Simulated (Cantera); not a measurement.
Input: 1 mol MgSO₄, 0.28 mol H₂, equilibrated at 1350 K.

These are equilibrium values from Cantera (NASA tables, ideal gas, pure condensed phases), not measurements of a reactor. Candidate condensed phases: H₂O, H₂SO₄, Mg, MgO, Mg(OH)₂, MgS, MgSO₄, S; 26 gas species. Mutual solubility and eutectic melting of coexisting phases are not modelled. Equilibrium is a limit: real reactors are often held back by kinetics, nucleation or transport.

Q: Which condensed phases are stable at each of these points (P (Pa)): 10, 100, 1000, 10000, 100000, 1000000?

A: 
```json
[
 {"P (Pa)": "10", "condensed phases": "MgO(s)", "Mg condensed (%)": "100.0"},
 {"P (Pa)": "100", "condensed phases": "MgO(s)", "Mg condensed (%)": "100.0"},
 {"P (Pa)": "1000", "condensed phases": "MgO(s)", "Mg condensed (%)": "100.0"},
 {"P (Pa)": "10000", "condensed phases": "MgO(s)", "Mg condensed (%)": "100.0"},
 {"P (Pa)": "100000", "condensed phases": "MgO(s)", "Mg condensed (%)": "100.0"},
 {"P (Pa)": "1000000", "condensed phases": "MgO(s) + MgSO₄(s)", "Mg condensed (%)": "100.0"}
]
```

From 0.000100 bar to 1.00 bar the condensed part is MgO(s). At 10.0 bar the condensed part is MgO(s) + MgSO₄(s).
